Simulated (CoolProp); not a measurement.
Vapour-liquid equilibrium of carbon dioxide (1) + ethane (2) at 0.926 MPa; x and y are mole fractions of (1).

Computed with CoolProp (multi-fluid Helmholtz-energy mixture model, Span 1996 and Bücker 2006; pair parameters Kunz 2012).

| x | bubble temperature, mixture model (°C) | bubble temperature, Raoult's law (°C) | y, mixture model | y, Raoult's law |
|---|---|---|---|---|
| 0.05 | -37.8 | -35.0 | 0.126 | 0.065 |
| 0.15 | -42.5 | -36.0 | 0.304 | 0.188 |
| 0.25 | -45.4 | -36.9 | 0.419 | 0.304 |
| 0.35 | -47.1 | -37.7 | 0.497 | 0.412 |
| 0.45 | -48.1 | -38.5 | 0.552 | 0.515 |
| 0.55 | -48.5 | -39.3 | 0.595 | 0.613 |
| 0.65 | -48.6 | -40.0 | 0.634 | 0.706 |
| 0.75 | -48.3 | -40.6 | 0.678 | 0.794 |
| 0.85 | -47.4 | -41.3 | 0.744 | 0.879 |
| 0.95 | -44.8 | -41.9 | 0.876 | 0.961 |

The largest gap from Raoult's law is -9.6 K in bubble temperature, at x = 0.45. y crosses x between x = 0.55 and 0.65: the model has an azeotrope there.

Pair parameters are fitted to limited data, so mixtures are less certain than the pure fluids.
